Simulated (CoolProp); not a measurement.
Properties of normal hydrogen along the isotherm -254.15 °C.

Model: reference Helmholtz-energy equation of state, Leachman 2009, in CoolProp.

```tsv
p (kPa)	phase	density (kg/m³)	cv (kJ/(kg K))	isothermal compressibility (1/MPa)	Prandtl number
10.2	gas	0.1315	6.205	99.07	0.663
19.4	gas	0.2525	6.225	52.61	0.663
36.8	gas	0.4883	6.275	28.30	0.664
69.8	liquid	72.35	5.570	0.01682	1.33
132	liquid	72.43	5.570	0.01667	1.33
251	liquid	72.57	5.571	0.01640	1.34
476	liquid	72.84	5.573	0.01591	1.34
902	liquid	73.32	5.575	0.01508	1.35
1710	liquid	74.18	5.576	0.01374	1.38
3240	liquid	75.63	5.575	0.01183	1.43
```

Viscosity comes from a separate model (Muzny 2013). Thermal conductivity comes from a separate model (Assael 2011).
